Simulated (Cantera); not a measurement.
Dilute partial oxidation

An isothermal, constant-pressure homogeneous reactor starts with CH2O : O2 : N2 = 0.0048 : 0.0039 : 1 (molar parts), at 1400 K and 1.01 bar.

Cantera simulation using GRI-Mech 3.0 (53 species, 325 reactions); the numbers are that mechanism's predictions, not measurements.

| t (s) | x CH2O | x O2 | x O | x NO | x CH4 | x CO |
|---|---|---|---|---|---|---|
| 0.000800 | 8.43e-6 | 0.00311 | 6.38e-5 | 8.98e-10 | 1.70e-8 | 0.00466 |
| 0.00228 | 3.28e-11 | 0.000869 | 0.000338 | 1.59e-6 | <1e-12 | 0.00258 |
| 0.00651 | 1.14e-11 | 0.000264 | 8.71e-5 | 2.93e-6 | <1e-12 | 0.00148 |
| 0.0186 | 4.03e-12 | 4.59e-5 | 1.32e-5 | 3.28e-6 | <1e-12 | 0.00119 |
| 0.0530 | 1.53e-12 | 4.42e-6 | 1.23e-6 | 3.32e-6 | <1e-12 | 0.00116 |
| 0.151 | <1e-12 | 3.82e-7 | 1.04e-7 | 3.28e-6 | <1e-12 | 0.00116 |
| 0.431 | <1e-12 | 3.42e-8 | 9.00e-9 | 3.19e-6 | <1e-12 | 0.00116 |
| 1.23 | <1e-12 | 3.12e-9 | 7.81e-10 | 3.07e-6 | <1e-12 | 0.00117 |
| 3.51 | <1e-12 | 3.25e-10 | 8.11e-11 | 2.94e-6 | <1e-12 | 0.00117 |
| 10.0 | <1e-12 | 5.06e-11 | 1.40e-11 | 2.79e-6 | <1e-12 | 0.00117 |
x: mole fraction; the columns are a selection and need not sum to one.

Equilibrium at this temperature and pressure: CH2O <1e-12, O2 9.14e-12, O 2.86e-12, NO 5.39e-9, CH4 <1e-12, CO 0.00116 (gas phase only).
